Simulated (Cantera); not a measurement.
Feed: 1 mol CaCO3, 0.87 mol H2, 2.4 mol H2O, at 725 K and 0.00670 bar.

Equilibrium computed with Cantera from the NASA thermochemical tables; the gas is ideal and each condensed phase is pure. Candidate condensed phases: C, C6H6, C7H8, C8H18, Ca, CaCO3, CaO, Ca(OH)2, H2O; 115 gas species. The numbers say what is thermodynamically allowed, not how fast it happens.

Base state: H2O 0.732, H2 0.265, CO2 0.00312, CO 0.000150 (mole fractions); condensed: CaCO3(calcite) + CaO(s).

Q: What changes in the equilibrium state with this change: H2O from 2.4 to 0.15 mol?

A: 
```tsv
species	before	after
H2	0.265	0.845
H2O	0.732	0.149
CO2	0.00312	0.00312
CO	0.000150	0.00234
CH4	1.69e-7	0.000418
CaCO3(calcite), mol	0.989	0.994
CaO(s), mol	0.0107	0.00603
```

Q: What changes in the equilibrium state with this change: temperature from 725 K to 2148.15 K?

A: 
| species | before | after |
|---|---|---|
| H2O | 0.732 | 0.633 |
| CO2 | 0.00312 | 0.125 |
| CO | 0.000150 | 0.104 |
| H2 | 0.265 | 0.103 |
| H | <1e-9 | 0.0163 |
| OH | <1e-9 | 0.0129 |
| Ca(OH)2 | <1e-9 | 0.000188 |
| O2 | <1e-9 | 0.00379 |
| O | <1e-9 | 0.00145 |
| CaCO3(calcite), mol | 0.989 | 0 |
| CaO(s), mol | 0.0107 | 0.999 |

Q: What changes in the equilibrium state with this change: temperature from 725 K to 1498.15 K?

A: 
| species | before | after |
|---|---|---|
| H2O | 0.732 | 0.641 |
| CO2 | 0.00312 | 0.156 |
| H2 | 0.265 | 0.125 |
| CO | 0.000150 | 0.0785 |
| H | <1e-9 | 7.44e-5 |
| OH | <1e-9 | 1.08e-5 |
| CaCO3(calcite), mol | 0.989 | 0 |
| CaO(s), mol | 0.0107 | 1.000 |
